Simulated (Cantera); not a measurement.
Feed: 1 mol CH3OH, 1.3 mol H2O, equilibrated at 1400 K and 101000 Pa.

Equilibrium computed with Cantera from the NASA thermochemical tables; the gas is ideal and each condensed phase is pure. Equilibrium is a limit: real reactors are often held back by kinetics, nucleation or transport.

```
species   before    after
-------  -------  -------
H2         0.509    0.522
H2O        0.258    0.246
CO         0.189    0.176
CO2       0.0440   0.0565
CH4      1.59e-6  2.69e-5
```
Gas species are given as mole fractions.

Q: What was changed between the two runs?
A. temperature from 1400 K to 2900 K
B. H2O from 1.3 to 0.24 mol
C. temperature from 1400 K to 1225 K
D. CH3OH replaced by C2H4

A: C, temperature from 1400 K to 1225 K
